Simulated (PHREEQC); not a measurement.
## Leach liquor: an equilibrium model

Make-up at 60 °C: 0.0077 mol HCl and 0.00018 mol FeSO4 per kg of water. Closed to the air; pH follows from the charge balance.

Computed with PHREEQC (ion-association model, phreeqc.dat).

No solid was allowed to form.

**Question.** Estimate the pH, specific conductance.

**Answer.** pH 2.16; specific conductance 5840 µS/cm.

**Question.** In which forms is Fe present?

**Answer.** Fe+2 98 %, FeSO4 1.1 %, FeCl+ 0.7 % of the Fe.

Constants without temperature data keep their 25 °C values here.
